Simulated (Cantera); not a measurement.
A closed system holds: 1 mol Fe₃O₄, 250 mol H₂, 35 mol N₂, equilibrated at 2073.15 K and 120 Pa.

Cantera equilibrium calculation (NASA polynomials, part measured and part estimated; ideal gas, pure solids and liquids). Candidate condensed phases: Fe, FeO, Fe(OH)₂, Fe(OH)₃, Fe₂O₃, Fe₃O₄, H₂O; 27 gas species. Rates play no part.

Base state: H₂ 0.792, N₂ 0.117, H 0.0676, H₂O 0.0133, Fe 0.0101, OH 0.000129 (mole fractions); condensed: gas only.

Question: What changes in the equilibrium state with this change: temperature from 2073.15 K to 2125 K?

Answer: 
```
species    before     after
-------  --------  --------
H₂          0.792     0.769
N₂          0.117     0.116
H          0.0676    0.0919
H₂O        0.0133    0.0130
Fe         0.0101   0.00993
O         7.91e-6   1.64e-5
OH       0.000129  0.000193
```

Question: What changes in the equilibrium state with this change: Fe₃O₄ replaced by CuO?

Answer: 
```csv
species,before,after
H₂,0.792,0.807
N₂,0.117,0.118
H,0.0676,0.0683
Fe,0.0101,0
H₂O,0.0133,0.00334
Cu,0,0.00338
OH,0.000129,3.22e-5
```
Further candidate phases: Cu, CuO, Cu(OH)₂, Cu₂O.

Question: What changes in the equilibrium state with this change: temperature from 2073.15 K to 1173.15 K?

Answer: 
```
species       before    after
----------  --------  -------
H₂             0.792    0.863
N₂             0.117    0.123
H₂O           0.0133   0.0140
H             0.0676  3.17e-6
Fe            0.0101  1.64e-8
OH          0.000129    <1e-9
Fe(α), mol         0     3.00
```
